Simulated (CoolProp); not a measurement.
Saturated liquid density (kg/m³) of R125: the reference equation beside estimates from Tc = 66.0 °C, pc = 36.18 bar, ω = 0.305. Rackett uses Z = 0.29056 − 0.08775 ω.

The numbers come from the reference Helmholtz-energy equation of state, Lemmon 2005 in CoolProp.

| T (°C) | reference | Rackett | Redlich-Kwong | Soave-Redlich-Kwong | Peng-Robinson |
|---|---|---|---|---|---|
| -63.25 | 1567 | 1606 | 1376 | 1431 | 1616 |
| -50.85 | 1523 | 1560 | 1332 | 1391 | 1573 |
| -38.45 | 1478 | 1512 | 1285 | 1348 | 1525 |
| -25.95 | 1430 | 1462 | 1234 | 1299 | 1472 |
| -13.55 | 1380 | 1408 | 1179 | 1245 | 1412 |
| -1.05 | 1325 | 1351 | 1118 | 1184 | 1344 |
| 11.35 | 1265 | 1288 | 1051 | 1116 | 1267 |
| 23.85 | 1196 | 1217 | 974.7 | 1036 | 1175 |

Absolute difference from the reference over all 8 rows, mean and median: Rackett 2.1 and 2.1 %, Redlich-Kwong 14.6 and 14.1 %, Soave-Redlich-Kwong 10.1 and 9.5 %, Peng-Robinson 2.3 and 2.6 %.
